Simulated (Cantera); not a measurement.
A perfectly stirred reactor is fed with H₂ : O₂ = 0.034 : 1 (molar parts), equivalence ratio 0.017, at 1700 Pa; it is held at 1175 K, and followed from long to short residence time.

Computed with Cantera and GRI-Mech 3.0 (53 species, 325 reactions). Radical loss at walls, strong at low pressure, is not modelled.

| quantity | before | after |
|---|---|---|
| x(H₂) at τ = 0.600 s | 0.000153 | 0.000109 |
| x(O₂) at τ = 0.600 s | 0.963 | 0.975 |
| x(H₂O) at τ = 0.600 s | 0.0327 | 0.0212 |
| x(HO₂) at τ = 0.600 s | 1.59e-6 | 1.18e-6 |
| x(H) at τ = 0.600 s | 0.000173 | 0.000121 |
| x(H₂) at τ = 9.00 ms | 0.00189 | 0.00148 |
| x(O₂) at τ = 9.00 ms | 0.948 | 0.965 |
| x(H₂O) at τ = 9.00 ms | 0.0281 | 0.0181 |
| x(HO₂) at τ = 9.00 ms | 3.77e-6 | 2.90e-6 |
| x(H) at τ = 9.00 ms | 0.00343 | 0.00191 |

Question: Name the change that produced these shifts.
A. pressure from 1700 Pa to 1330 Pa
B. H2 0.034 to 0.022 parts
C. O2 1 to 0.28 parts
D. temperature 1175 to 1350 K

Answer: B, H2 0.034 to 0.022 parts
